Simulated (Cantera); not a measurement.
A perfectly stirred reactor is fed with 92.9 % NH3, 7.15 % H2, at 0.0454 atm; it is held at 2100 K, and followed from long to short residence time.

Cantera simulation using the gas-phase N/H chemistry of the illustrative SiF4/NH3 mechanism in the Surface Chemkin manual (1991); the numbers are that mechanism's predictions, not measurements. Walls and surfaces, which speed up NH3 decomposition in real reactors, are not modelled.

x: mole fraction; the columns are a selection and need not sum to one.

```json
[
 {"τ (s)": "0.41", "x NH3": "0.248", "x H2": "0.574", "x N": "?", "x NH": "2.59e-5", "x N2": "0.176", "x N2H2": "2.55e-6", "x H": "0.000658"},
 {"τ (s)": "0.16", "x NH3": "0.446", "x H2": "0.428", "x N": "?", "x NH": "3.01e-5", "x N2": "0.125", "x N2H2": "5.38e-6", "x H": "0.000408"},
 {"τ (s)": "0.061", "x NH3": "0.658", "x H2": "0.271", "x N": "?", "x NH": "3.15e-5", "x N2": "0.0695", "x N2H2": "9.31e-6", "x H": "0.000232"},
 {"τ (s)": "0.023", "x NH3": "0.805", "x H2": "0.161", "x N": "?", "x NH": "3.01e-5", "x N2": "0.0312", "x N2H2": "1.26e-5", "x H": "0.000133"},
 {"τ (s)": "0.0090", "x NH3": "0.877", "x H2": "0.108", "x N": "?", "x NH": "2.75e-5", "x N2": "0.0124", "x N2H2": "1.38e-5", "x H": "8.76e-5"},
 {"τ (s)": "0.0035", "x NH3": "0.909", "x H2": "0.0847", "x N": "?", "x NH": "2.39e-5", "x N2": "0.00427", "x N2H2": "1.27e-5", "x H": "6.51e-5"},
 {"τ (s)": "0.0013", "x NH3": "0.922", "x H2": "0.0753", "x N": "?", "x NH": "1.74e-5", "x N2": "0.00102", "x N2H2": "8.49e-6", "x H": "4.82e-5"},
 {"τ (s)": "0.00051", "x NH3": "0.926", "x H2": "0.0724", "x N": "?", "x NH": "8.05e-6", "x N2": "0.000131", "x N2H2": "3.00e-6", "x H": "2.95e-5"}
]
```

**Question.** Some entries are withheld; supply them.

**Answer.** 
- 0.41, x N: 2.13e-6
- 0.16, x N: 1.91e-6
- 0.061, x N: 1.56e-6
- 0.023, x N: 1.15e-6
- 0.0090, x N: 8.31e-7
- 0.0035, x N: 6.06e-7
- 0.0013, x N: 3.76e-7
- 0.00051, x N: 1.33e-7
